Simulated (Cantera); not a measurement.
# Halide evaporation, hydrolysis and transport: PbCl₂ + H₂ + N₂

Feed: 1 mol PbCl₂, 0.19 mol H₂, 380 mol N₂, equilibrated at 0.133 bar.

Equilibrium computed with Cantera from the NASA thermochemical tables; the gas is ideal and each condensed phase is pure. Candidate condensed phases: NH₄Cl, Pb, PbCl₂; 17 gas species. The tables' values for PbCl₄ are old estimates; treat these amounts as uncertain. Equilibrium is a limit: real reactors are often held back by kinetics, nucleation or transport.

At 948 K the condensed part is Pb(l). From 973 K to 1223 K nothing is condensed. The main Pb-bearing gas is PbCl₂ throughout.

```
T (K)   x N₂  x PbCl₂     x HCl    x PbCl      x H₂     x Pb  x PbCl₄  n Pb(l)
-----  -----  -------  --------  --------  --------  -------  -------  -------
948    0.997  0.00184  0.000710  0.000653  0.000143  3.59e-5  5.24e-5   0.0171
973    0.997  0.00180  0.000757  0.000742  0.000120  4.64e-5  3.87e-5        0
998    0.996  0.00176  0.000816  0.000780   9.00e-5  5.14e-5  3.33e-5        0
1023   0.996  0.00172  0.000865  0.000813   6.57e-5  5.57e-5  2.95e-5        0
1048   0.996  0.00170  0.000903  0.000839   4.66e-5  5.92e-5  2.69e-5        0
1073   0.996  0.00168  0.000932  0.000859   3.23e-5  6.17e-5  2.52e-5        0
1098   0.996  0.00166  0.000952  0.000873   2.21e-5  6.35e-5  2.41e-5        0
1123   0.996  0.00165  0.000966  0.000884   1.50e-5  6.45e-5  2.34e-5        0
1148   0.996  0.00164  0.000976  0.000892   1.02e-5  6.50e-5  2.31e-5        0
1173   0.996  0.00164  0.000982  0.000898   6.96e-6  6.52e-5  2.29e-5        0
1198   0.996  0.00163  0.000987  0.000902   4.79e-6  6.52e-5  2.29e-5        0
1223   0.996  0.00163  0.000990  0.000906   3.33e-6  6.50e-5  2.29e-5        0
```
x: gas mole fraction; n: condensed amount in mol.
